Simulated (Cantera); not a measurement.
**Premixed flame**

A freely propagating, adiabatic, planar premixed flame of CH4 : H2 : O2 : N2 = 1 : 0.3 : 3.26 : 12.2 (molar parts), unburnt at 325 K and 0.947 atm; multicomponent transport, grid criteria slope 0.08 and curve 0.16, no radiation.

Computed with Cantera and GRI-Mech 3.0 (53 species, 325 reactions). Burning velocities carry a grid error of a few per cent, more on coarse grids.

```tsv
z (mm)	T (K)	u (m/s)	x CH4	x H2	x O2	x H2O	x C2H6	x HCO
-1.97	325	0.238	0.0597	0.0174	0.195	3.19e-5	<1e-8	<1e-8
-1.32	329	0.240	0.0596	0.0164	0.195	0.000467	2.21e-7	<1e-8
-0.986	341	0.249	0.0591	0.0153	0.194	0.00193	1.41e-6	<1e-8
-0.658	416	0.304	0.0558	0.0130	0.189	0.0109	1.69e-5	<1e-8
-0.329	791	0.580	0.0383	0.00984	0.160	0.0502	0.000192	4.11e-8
-0.164	1134	0.834	0.0208	0.00822	0.129	0.0840	0.000303	1.58e-6
0	1460	1.08	0.00443	0.00590	0.0945	0.116	3.57e-5	1.03e-5
0.164	1598	1.17	0.000220	0.00317	0.0773	0.128	6.86e-8	2.03e-6
0.329	1655	1.21	6.59e-6	0.00215	0.0723	0.130	<1e-8	8.16e-8
0.658	1717	1.25	<1e-8	0.00146	0.0692	0.132	<1e-8	<1e-8
1.32	1767	1.29	<1e-8	0.000724	0.0677	0.135	<1e-8	<1e-8
2.63	1792	1.30	<1e-8	0.000245	0.0674	0.137	<1e-8	<1e-8
5.26	1802	1.31	<1e-8	7.54e-5	0.0674	0.137	<1e-8	<1e-8
```
x: mole fraction of selected species; z is measured from the peak of heat release.

The laminar burning velocity is 23.8 cm/s and the thermal thickness comes out as 0.658 mm. The peak x(C2H6) comes out as 0.000310 and the peak x(HCO) comes out as 1.03e-5. The grid points is 137.
